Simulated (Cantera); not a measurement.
Cantera run, input and output.

```python
import numpy as np
import cantera as ct

gas = ct.Solution("gri30.yaml")
gas.TPX = 1498, 420, {'CH4': 1, 'H2': 45}
reactor = ct.IdealGasConstPressureReactor(gas, energy="off", clone=False)
net = ct.ReactorNet([reactor])
net.rtol, net.atol = 1e-08, 1e-18
show = ['CH4', 'H2', 'CH2', 'H', 'C2H', 'C2H6']
times = np.geomspace(6e-06, 20, 15)

steps = ct.SolutionArray(gas, extra=["t"])
rows = []
print(f"{'t/s':>10s}{'T/K':>9s}{'P/Pa':>11s}" + "".join(f"{s:>11s}" for s in show))
for t in times:
    while net.time < t:
        t_next = net.step()
        steps.append(gas.state, t=t_next)
    rows.append([np.interp(t, steps.t, y) for y in (steps.T, steps.P, *steps(*show).X.T)])
    print(f"{t:10.3e}{rows[-1][0]:9.1f}{rows[-1][1]:11.4g}" + "".join(f"{x:11.3e}" for x in rows[-1][2:]))
rate = np.gradient(steps.T, steps.t)
print("integrator steps:", len(steps.t))
if steps.T.max() > steps.T[0] + 200:
    print(f"time of steepest temperature rise: {steps.t[rate.argmax()]:.4e} s")
gas.TPX = 1498, 420, {'CH4': 1, 'H2': 45}
gas.equilibrate("TP")
print(f"equilibrium (TP): T = {gas.T:.1f} K  " + "  ".join(f"{s} {gas[s].X[0]:.3e}" for s in show))
```

Result:

```
       t/s      T/K       P/Pa        CH4         H2        CH2          H        C2H       C2H6
 6.000e-06   1498.0        420  2.174e-02  9.783e-01  3.461e-20  3.418e-10  4.589e-40  1.042e-21
 1.754e-05   1498.0        420  2.174e-02  9.783e-01  3.234e-19  1.011e-09  4.774e-38  2.404e-20
 5.129e-05   1498.0        420  2.174e-02  9.783e-01  2.965e-18  3.048e-09  8.355e-36  5.798e-19
 1.499e-04   1498.0        420  2.174e-02  9.783e-01  2.833e-17  9.537e-09  3.160e-33  1.383e-17
 4.384e-04   1498.0        420  2.174e-02  9.783e-01  2.906e-16  3.074e-08  1.205e-30  3.037e-16
 1.282e-03   1498.0        420  2.174e-02  9.783e-01  3.049e-15  9.618e-08  3.234e-28  6.332e-15
 3.747e-03   1498.0        420  2.174e-02  9.783e-01  2.986e-14  2.884e-07  7.425e-26  1.414e-13
 1.095e-02   1498.0        420  2.174e-02  9.783e-01  2.688e-13  8.504e-07  1.593e-23  3.180e-12
 3.203e-02   1498.0        420  2.174e-02  9.783e-01  2.342e-12  2.493e-06  3.608e-21  6.607e-11
 9.363e-02   1498.0        420  2.174e-02  9.783e-01  2.012e-11  7.295e-06  8.904e-19  1.075e-09
 2.737e-01   1498.0        420  2.173e-02  9.782e-01  1.711e-10  2.130e-05  2.623e-16  1.180e-08
 8.003e-01   1498.0        420  2.171e-02  9.782e-01  1.403e-09  6.127e-05  8.594e-14  8.602e-08
 2.340e+00   1498.0        420  2.156e-02  9.782e-01  8.357e-09  1.516e-04  1.233e-11  3.519e-07
 6.841e+00   1498.0        420  2.067e-02  9.786e-01  1.494e-08  2.081e-04  1.816e-10  4.998e-07
 2.000e+01   1498.0        420  1.816e-02  9.798e-01  1.393e-08  2.143e-04  6.895e-10  3.998e-07
integrator steps: 470
equilibrium (TP): T = 1498.0 K  CH4 3.652e-04  H2 9.889e-01  CH2 4.399e-10  H 2.655e-04  C2H 5.213e-09  C2H6 4.540e-10
```

Cantera simulation using GRI-Mech 3.0 (53 species, 325 reactions); the numbers are that mechanism's predictions, not measurements. GRI-Mech 3.0 stops at C3 and has no aromatics, soot or wall deposition, so with more carbon than oxygen in the feed, carbon stays in small species such as C2H2 where larger ones or solid carbon would form. Radical loss at walls, strong at low pressure, is not modelled.
